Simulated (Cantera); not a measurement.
Input (Python, Cantera) and output of one run.

```python
import numpy as np
import cantera as ct

gas_names = """
    H HO2 H2 H2O H2O2 Hg O OH O2 O3
""".split()
cond_names = """
    H2O(s) H2O(L) Hg(cr) Hg(L) HgO(s)
""".split()


# ... load() reads the species with a 1 bar reference pressure and builds the phases ...
atoms = {
    'HgO': {'Hg': 1, 'O': 1},
    'H2': {'H': 2},
}
top_T = {}  # K; cautious upper limits of use, not melting points


# ... equilibrate(T, P, feed) seeds the gas with the atoms and calls Mixture.equilibrate('TP', solver="vcs", rtol=1e-11, max_steps=5000) ...
results = []
feed = {'HgO': 1, 'H2': 4.6}  # mol
T = 973.15  # K
P = 3600  # Pa
mix = equilibrate(T, P, feed)
results.append((T, P, feed, dict(zip(mix.species_names, mix.species_moles))))
print(gas.report(threshold=1e-05))
for i in range(1, mix.n_phases):
    print(f"{mix.phase(i).name:16s} {mix.phase_moles(i):12.5e} mol")
```

Output:

```
       temperature   973.15 K
          pressure   3600 Pa
           density   0.017945 kg/m^3
  mean mol. weight   40.333 kg/kmol
   phase of matter   gas

                          1 kg             1 kmol
                     ---------------   ---------------
          enthalpy       -3.0974e+05       -1.2493e+07  J
   internal energy       -5.1035e+05       -2.0584e+07  J
           entropy            5416.2        2.1845e+05  J/K
    Gibbs function       -5.5805e+06       -2.2508e+08  J
 heat capacity c_p            753.77             30402  J/K
 heat capacity c_v            547.63             22087  J/K

                      mass frac. Y      mole frac. X     chem. pot. / RT
                     ---------------   ---------------   ---------------
                H2          0.032133           0.64286           -21.204
               H2O           0.07976           0.17857           -59.714
                Hg           0.88811           0.17857           -19.729
     [   +7 minor]        1.1563e-10        4.5906e-09

Hg(L)             0.00000e+00 mol
HgO(s)            0.00000e+00 mol
```

Cantera equilibrium calculation (NASA polynomials, part measured and part estimated; ideal gas, pure solids and liquids).
